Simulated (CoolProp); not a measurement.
cis-2-butene along the isotherm 424.5 K: density (kg/m³) from the reference equation and from simpler models built on Tc = 435.8 K, pc = 4.236 MPa, ω = 0.202; each cubic takes its own stable root.

Computed with CoolProp (reference Helmholtz-energy equation of state, Lemmon 2005). It is a short technical equation, of lower accuracy than the large ones.

| p (MPa) | phase | reference |
|---|---|---|
| 1.51 | gas | 28.30 |
| 3.03 | gas | 76.85 |
| 4.54 | liquid | 409.1 |
| 6.05 | liquid | 431.4 |
| 7.56 | liquid | 446.4 |
| 9.08 | liquid | 458.1 |
| 10.6 | liquid | 467.7 |
| 12.1 | liquid | 475.8 |
| 13.6 | liquid | 483.0 |
| 15.1 | liquid | 489.4 |
| 16.6 | liquid | 495.3 |
| 18.2 | liquid | 501.0 |
| 19.7 | liquid | 505.9 |
| 21.2 | liquid | 510.5 |

### Question
How far does each simpler model (Redlich-Kwong, Soave-Redlich-Kwong, Peng-Robinson) lie from the reference over these 14 states: mean and median of the absolute difference, and the worst?

### Answer
- Redlich-Kwong: mean 9.5 %, median 8.9 %, worst -18.7 % at 424.5 K and 4.54 MPa
- Soave-Redlich-Kwong: mean 8.8 %, median 8.5 %, worst -17.0 % at 424.5 K and 4.54 MPa
- Peng-Robinson: mean 2.6 %, median 2.3 %, worst -7.3 % at 424.5 K and 4.54 MPa
